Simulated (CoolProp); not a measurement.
Toluene along the isotherm 346.85 °C: density (kg/m³) from the reference equation and from simpler models built on Tc = 318.6 °C, pc = 4.126 MPa, ω = 0.266; each cubic takes its own stable root.

Computed with CoolProp (reference Helmholtz-energy equation of state, Lemmon 2006). It is a short technical equation, of lower accuracy than the large ones.

```tsv
p (MPa)	phase	reference	ideal gas	van der Waals	Redlich-Kwong	Soave-Redlich-Kwong	Peng-Robinson
2.75	gas	64.78	49.15	62.46	63.86	63.22	65.04
5.5	supercritical	277.7	98.31	266.3	268.4	238.0	253.8
8.25	supercritical	457.8	147.5	335.7	390.4	377.1	413.7
11	supercritical	502.2	196.6	364.8	437.7	428.2	472.6
13.8	supercritical	529.9	246.7	384.5	469.6	461.9	511.1
16.5	supercritical	549.6	294.9	398.8	493.0	486.4	538.9
19.3	supercritical	566.0	345.0	410.8	512.7	506.9	562.0
22	supercritical	579.2	393.2	420.4	528.7	523.5	580.7
24.8	supercritical	591.0	443.3	429.1	543.1	538.3	597.3
27.5	supercritical	601.1	491.5	436.4	555.4	551.0	611.4
30.3	supercritical	610.5	541.6	443.1	566.8	562.6	624.5
33	supercritical	618.7	589.8	449.0	576.7	572.8	635.8
35.8	supercritical	626.6	639.9	454.5	586.0	582.4	646.5
38.5	supercritical	633.6	688.1	459.3	594.4	590.9	655.9
41.3	supercritical	640.3	738.2	464.0	602.3	599.1	664.9
```
